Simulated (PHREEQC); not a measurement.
Consider water at 20 °C with 0.038 mol NaOH per kg of water. Closed to the air; pH follows from the charge balance.

Equilibrium calculation in PHREEQC: ion-association model, wateq4f.dat.

```csv
quantity,before,after
pH,12.67,9.17
ionic strength (mol/kgw),0.0380,0.0380
```

Q: Which change was made?
(A) NaOH replaced by NaF at the same molality
(B) NaOH replaced by NaAlO2 at the same molality
(C) diluted 5-fold with water
(D) 0.0083 mol/kgw CuCl2 added
(E) NaOH from 0.038 to 0.0418 mol/kgw

A: B, NaOH replaced by NaAlO2 at the same molality

No solid was allowed to form. Some of these states are supersaturated (in Al(OH)3(a), Boehmite (slow to form), for instance).
